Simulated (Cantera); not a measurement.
Hydrocarbon pyrolysis for carbon deposition

An isothermal, constant-pressure homogeneous reactor starts with 3.23 % C₂H₆, 96.8 % N₂, at 1950 K and 61000 Pa.

Cantera simulation using GRI-Mech 3.0 (53 species, 325 reactions); the numbers are that mechanism's predictions, not measurements. GRI-Mech 3.0 stops at C3 and has no aromatics, soot or wall deposition, so with more carbon than oxygen in the feed, carbon stays in small species such as C2H2 where larger ones or solid carbon would form.

| t (s) | x C₂H₆ | x H₂ | x CH₄ | x C₂H₄ | x CH₃ |
|---|---|---|---|---|---|
| 2.00e-6 | 0.0261 | 0.000486 | 0.000284 | 0.000465 | 0.00969 |
| 6.84e-6 | 0.0112 | 0.00913 | 0.00244 | 0.00813 | 0.0171 |
| 2.34e-5 | 0.000479 | 0.0336 | 0.00708 | 0.00933 | 0.00621 |
| 8.00e-5 | 2.65e-5 | 0.0472 | 0.00669 | 0.00193 | 0.00160 |
| 0.000274 | 5.93e-6 | 0.0513 | 0.00569 | 0.000250 | 0.000710 |
| 0.000936 | 2.32e-6 | 0.0538 | 0.00427 | 7.79e-5 | 0.000438 |
| 0.00320 | 7.03e-7 | 0.0569 | 0.00226 | 2.91e-5 | 0.000244 |
| 0.0110 | 9.47e-8 | 0.0592 | 0.000790 | 1.22e-5 | 9.05e-5 |
| 0.0375 | 8.22e-9 | 0.0600 | 0.000226 | 1.01e-5 | 2.67e-5 |
| 0.128 | 7.41e-10 | 0.0603 | 6.51e-5 | 9.92e-6 | 7.75e-6 |
| 0.438 | 1.94e-10 | 0.0603 | 2.90e-5 | 9.92e-6 | 3.46e-6 |
| 1.50 | 1.76e-10 | 0.0603 | 2.70e-5 | 9.91e-6 | 3.22e-6 |
| 5.13 | 1.79e-10 | 0.0603 | 2.73e-5 | 9.89e-6 | 3.26e-6 |
| 17.5 | 1.85e-10 | 0.0604 | 2.81e-5 | 9.81e-6 | 3.36e-6 |
| 60.0 | 1.93e-10 | 0.0604 | 2.91e-5 | 9.61e-6 | 3.47e-6 |
x: mole fraction; the columns are a selection and need not sum to one.

Equilibrium at this temperature and pressure: C₂H₆ 4.53e-11, H₂ 0.0604, CH₄ 1.45e-5, C₂H₄ 1.96e-6, CH₃ 1.73e-6 (gas phase only).
